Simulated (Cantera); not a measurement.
A perfectly stirred reactor is fed with 38.6 % H2, 9.65 % O2, 51.7 % N2, at 0.830 bar; it is adiabatic with a 350 K inlet, and is followed from long to short residence time, starting on the burning branch (τ in s: 0.4, 0.2, 0.099, 0.049, 0.024, 0.012, 0.006, 0.003, 0.0015, 0.00074, 0.00037, 0.00018, 9.1e-05).

Computed with Cantera and GRI-Mech 3.0 (53 species, 325 reactions).

One state of this run: T (K) = 1369; x H2 = 0.189; x O2 = 0.00588; x H2O = 0.191; x O = 0.00100; x HO2 = 5.19e-6. x: mole fraction; the columns are a selection and need not sum to one.

Task: Which value of τ (s) does it belong to?
A. 0.00074
B. 0.012
C. 9.1e-5
D. 0.20

Result: C, 9.1e-5
